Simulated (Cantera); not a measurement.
A freely propagating, adiabatic, planar premixed flame of CH₄ : O₂ : N₂ = 1 : 2.35 : 8.85 (molar parts), unburnt at 325 K and 0.651 atm; mixture-averaged transport, grid criteria slope 0.08 and curve 0.16, no radiation.

Model: GRI-Mech 3.0 (53 species, 325 reactions), integrated in Cantera. Burning velocities carry a grid error of a few per cent, more on coarse grids.

x: mole fraction of selected species; z is measured from the peak of heat release.

```csv
z (mm),T (K),u (m/s),x CH₄,x O₂,x C₂H,x O,x CH₂O,x H₂
-1.96,325,0.414,0.0819,0.193,<1e-8,<1e-8,1.06e-8,0.000360
-1.31,326,0.416,0.0818,0.192,<1e-8,<1e-8,2.80e-7,0.00125
-0.980,331,0.423,0.0814,0.192,<1e-8,<1e-8,2.46e-6,0.00252
-0.653,___,0.490,0.0783,0.188,<1e-8,1.89e-8,4.43e-5,0.00537
-0.327,___,1.02,0.0558,0.157,<1e-8,4.78e-6,0.000530,0.0102
-0.163,___,1.57,0.0311,0.119,<1e-8,8.77e-5,0.000802,0.0125
0,___,2.07,0.00726,0.0747,2.14e-8,0.000885,0.000546,0.0123
0.163,1729,2.26,0.000465,0.0506,1.14e-8,0.00309,6.91e-5,0.00888
0.327,1777,2.32,1.60e-5,0.0430,<1e-8,0.00399,2.78e-6,0.00722
0.653,1836,2.38,3.02e-8,0.0384,<1e-8,0.00378,<1e-8,0.00655
1.31,1907,2.46,<1e-8,0.0354,<1e-8,0.00287,<1e-8,0.00540
2.61,1978,2.54,<1e-8,0.0330,<1e-8,0.00180,<1e-8,0.00371
5.23,2033,2.61,<1e-8,0.0310,<1e-8,0.000982,<1e-8,0.00219
```

Task: What belongs in the gaps?

Result: 
- -0.653, T (K): 382
- -0.327, T (K): 788
- -0.163, T (K): 1199
- 0, T (K): 1579
